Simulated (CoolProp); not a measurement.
The numbers come from the reference Helmholtz-energy equation of state, Fiedler 2023 in CoolProp.

Question: For tetrahydrofuran, give the phase and the cv (kJ/(kg K)), Joule-Thomson coefficient (K/MPa), fugacity coefficient at 471.9 K and 1.64 MPa; 470 K and 0.798 MPa.

Answer: 
- 471.9 K and 1.64 MPa: gas; cv 1.68, Joule-Thomson coefficient 13.6, fugacity coefficient 0.839
- 470 K and 0.798 MPa: gas; cv 1.65, Joule-Thomson coefficient 11.2, fugacity coefficient 0.921
